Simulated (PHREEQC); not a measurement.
Consider water at 26 °C with 0.0012 mol/kgw NaH2PO4, 0.0044 mol/kgw K2HPO4 and 5.9e-06 mol/kgw H4SiO4. Closed to the air; pH follows from the charge balance.

Equilibrium calculation in PHREEQC: ion-association model, wateq4f.dat.

```csv
quantity,before,after
pH,7.61,8.39
H2PO4- (mol/kgw),0.00120,0.00122
KHPO4- (mol/kgw),4.60e-5,0.00232
NaHPO4- (mol/kgw),6.30e-6,3.25e-5
SI of Quartz (SiO2),-1.26,-1.27
```

Problem. Which change was made?
(A) K2HPO4 from 0.0044 to 0.00484 mol/kgw
(B) K2HPO4 from 0.0044 to 0.00396 mol/kgw
(C) K2HPO4 from 0.0044 to 0.044 mol/kgw
(D) NaH2PO4 from 0.0012 to 0.006 mol/kgw

Solution. C, K2HPO4 from 0.0044 to 0.044 mol/kgw

No solid was allowed to form. H3PO4, which wateq4f.dat lacks, is added to it with the constant of phreeqc.dat.
